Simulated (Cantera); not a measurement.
Input: 1 mol SiH₂Cl₂, 0.035 mol CH₄, 2.7 mol H₂, at 2050 °C.

Method: chemical equilibrium by Gibbs-energy minimisation in Cantera with the NASA 1993 tables (ideal gas, pure condensed phases). Candidate condensed phases: C, C₆H₆, C₇H₈, C₈H₁₈, Si, SiC; 109 gas species. Mutual solubility and eutectic melting of coexisting phases are not modelled. Gases not in the tables: Si₂H₆ and higher silanes. Rates play no part.

Question: Which condensed phases are stable at each of these points (P (Pa)): 100, 270, 720, 1900, 5200, 14000, 37000, 100000?

Answer: 
| P (Pa) | condensed phases | Si condensed (%) |
|---|---|---|
| 100 | gas only | 0.0 |
| 270 | gas only | 0.0 |
| 720 | gas only | 0.0 |
| 1900 | Si(l) + SiC(s) | 4.7 |
| 5200 | Si(l) + SiC(s) | 32.7 |
| 14000 | Si(l) + SiC(s) | 42.5 |
| 37000 | Si(l) + SiC(s) | 46.2 |
| 100000 | Si(l) + SiC(s) | 47.8 |

From 0.00100 bar to 0.00720 bar nothing is condensed. From 0.0190 bar to 1.00 bar the condensed part is Si(l) + SiC(s).
